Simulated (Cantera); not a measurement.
Input: 1 mol CaO, a varied amount of HCl, 0.54 mol Cl2, equilibrated at 1098.15 K and 2.10 Pa.

Method: chemical equilibrium by Gibbs-energy minimisation in Cantera with the NASA 1993 tables (ideal gas, pure condensed phases). Candidate condensed phases: Ca, CaCl2, CaO, Ca(OH)2, H2O; 21 gas species. Mutual solubility and eutectic melting of coexisting phases are not modelled. Condensed phases not in the tables: oxide chlorides. Equilibrium is a limit: real reactors are often held back by kinetics, nucleation or transport.

Task: What share of the Ca ends up in condensed phases as a function of n(HCl) (mol), at 1.3, 1.7, 2.3, 3, 4.1, 5.5, 7.4, 10, 13?

Result: 
| n(HCl) (mol) | Ca condensed (%) | as |
|---|---|---|
| 1.3 | 96.6 | CaCl2(l) + CaO(s) |
| 1.7 | 95.8 | CaCl2(l) + CaO(s) |
| 2.3 | 94.5 | CaCl2(l) + CaO(s) |
| 3 | 92.8 | CaCl2(l) |
| 4.1 | 89.9 | CaCl2(l) |
| 5.5 | 86.3 | CaCl2(l) |
| 7.4 | 81.4 | CaCl2(l) |
| 10 | 74.7 | CaCl2(l) |
| 13 | 66.9 | CaCl2(l) |
